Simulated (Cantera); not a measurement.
**Premixed flame**

A freely propagating, adiabatic, planar premixed flame of H₂ : O₂ : N₂ = 1 : 0.943 : 3.55 (molar parts), equivalence ratio 0.53, unburnt at 300 K and 1.00 atm; mixture-averaged transport, grid criteria slope 0.08 and curve 0.16, no radiation.

Detailed kinetics in Cantera: the H2/O2 subset of GRI-Mech 3.0, which has no nitrogen chemistry. Burning velocities carry a grid error of a few per cent, more on coarse grids. Lean hydrogen flames are cellular in practice and burn faster than this planar one.

```tsv
z (mm)	T (K)	u (m/s)	x H₂	x O₂	x H	x HO₂	x OH	x H₂O₂
-1.30	300	0.494	0.181	0.172	<1e-8	<1e-8	<1e-8	<1e-8
-0.867	301	0.493	0.177	0.173	<1e-8	5.94e-8	<1e-8	6.79e-8
-0.650	303	0.493	0.171	0.174	<1e-8	4.19e-7	<1e-8	4.78e-7
-0.434	322	0.514	0.151	0.177	<1e-8	6.48e-6	<1e-8	6.71e-6
-0.217	518	0.794	0.101	0.176	7.54e-6	0.000232	1.81e-5	7.97e-5
-0.108	822	1.24	0.0671	0.159	0.000527	0.000249	0.000326	6.04e-5
0	1134	1.70	0.0357	0.132	0.00252	0.000127	0.00121	1.55e-5
0.108	1342	2.02	0.0153	0.109	0.00370	7.71e-5	0.00290	5.14e-6
0.217	1459	2.19	0.00689	0.0989	0.00312	5.40e-5	0.00404	2.91e-6
0.434	1565	2.35	0.00263	0.0937	0.00141	3.23e-5	0.00419	1.41e-6
0.867	1627	2.44	0.000965	0.0928	0.000325	1.46e-5	0.00297	6.50e-7
1.73	1651	2.47	0.000261	0.0929	4.49e-5	4.66e-6	0.00163	2.76e-7
3.47	1658	2.48	6.51e-5	0.0931	5.78e-6	1.39e-6	0.000844	1.11e-7
```
x: mole fraction of selected species; z is measured from the peak of heat release.

```
Property                      Value
------------------------  ---------
laminar burning velocity  49.5 cm/s
thermal thickness          0.434 mm
peak x(H)                   0.00371
peak x(HO₂)                0.000315
peak x(OH)                  0.00434
peak x(H₂O₂)                8.53e-5
```
